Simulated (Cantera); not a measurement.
## Thermodynamics of silicon etching in halogen gases, feed Si + F2 + H2 + HF

Input: 1 mol Si, 0.85 mol F2, a varied amount of H2, 2.1 mol HF, equilibrated at 0.310 bar.

Cantera equilibrium calculation (NASA polynomials, part measured and part estimated; ideal gas, pure solids and liquids). Candidate condensed phases: Si; 25 gas species. The tables' values for SiF2, SiF3 are old estimates. Kinetics and transport are ignored.

Stable condensed phases:

```
T in °C \ n(H2) in mol
         10 12 15 18 22 27 32 39 47 57
    777   A  A  A  A  A  A  A  B  B  B
    727   A  A  A  A  A  A  A  A  B  B
    677   A  A  A  A  A  A  A  A  B  B
    627   A  A  A  A  A  A  A  A  A  B
    577   A  A  A  A  A  A  A  A  A  A
    527   A  A  A  A  A  A  A  A  A  A
    477   A  A  A  A  A  A  A  A  A  A
    427   A  A  A  A  A  A  A  A  A  A
    377   A  A  A  A  A  A  A  A  A  A
    327   A  A  A  A  A  A  A  A  A  A
    277   A  A  A  A  A  A  A  A  A  A
```

A: Si; B: gas only.
